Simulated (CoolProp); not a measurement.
A single-stage vapour-compression cycle with R407C: evaporating at 308.15 K (dew point), condensing at 343.15 K (bubble point), superheat 0 K, subcooling 8 K, compressor efficiency 0.85, no pressure losses. Each further row changes one setting.

Computed with CoolProp (reference Helmholtz-energy equation of state, Lemmon 2003). It is a pseudo-pure fit of the blend.

```csv
case,cooling COP,pressure ratio,discharge temperature (K),refrigerating effect (kJ/kg),volumetric capacity (kJ/m³)
as stated,5.06,2.53,359.9,125,7380
evaporating temperature 313.15 K,…,2.22,358.3,127,8630
condensing temperature 338.15 K,6.09,…,353.6,134,7910
subcooling 13 K,5.44,2.53,359.9,…,7940
superheat 10 K,5.09,2.53,369.2,137,7500
compressor efficiency 0.75,…,2.53,…,125,7380
```

Question: What belongs in the gaps?

Answer: 
- evaporating temperature 313.15 K, cooling COP: 6.06
- condensing temperature 338.15 K, pressure ratio: 2.28
- subcooling 13 K, refrigerating effect (kJ/kg): 135
- compressor efficiency 0.75, cooling COP: 4.47
- compressor efficiency 0.75, discharge temperature (K): 362.0
